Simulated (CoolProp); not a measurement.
The fluid at 430.2 K and 10.4 MPa is throttled through a valve to 1.36 MPa with no heat exchange. The same conditions are run with several fluids, on thermodynamics alone (safety and materials aside).

Values from CoolProp's reference Helmholtz-energy equation of state of each fluid (R11: Jacobsen 1992; neopentane: Lemmon 2006; octamethylcyclotetrasiloxane (D4): Thol 2015; R123: Younglove 1994; n-hexane: Thol 2019).

Rank R11, neopentane, octamethylcyclotetrasiloxane (D4), R123, n-hexane by temperature change (K), highest first.

octamethylcyclotetrasiloxane (D4) (+2.2), n-hexane (+0.1), R123 (-30.7), R11 (-32.0), neopentane (-46.9)

```tsv
fluid	final phase	final density (kg/m³)
R11	two-phase, vapour fraction 0.240	254
neopentane	two-phase, vapour fraction 0.628	64.6
octamethylcyclotetrasiloxane (D4)	liquid	794
R123	two-phase, vapour fraction 0.291	246
n-hexane	liquid	513
```
